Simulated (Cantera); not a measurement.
An isothermal, constant-pressure homogeneous reactor starts with H2 : O2 : N2 = 0.089 : 1 : 0.41 (molar parts), equivalence ratio 0.044, at 1248 K and 0.0263 atm.

Computed with Cantera and the H2/O2 subset of GRI-Mech 3.0, which has no nitrogen chemistry. Radical loss at walls, strong at low pressure, is not modelled. The temperature is held fixed by assumption; the heat of reaction is taken as removed at once.

One state of this run: x H2 = 9.84e-5; x O2 = 0.655; x HO2 = 2.13e-6; x O = 0.00204; x H2O2 = 1.09e-7. x: mole fraction; the columns are a selection and need not sum to one.

Task: Which value of t (s) does it belong to?
A) 0.0532
B) 0.000400
C) 0.00283
D) 0.376

Result: A, 0.0532
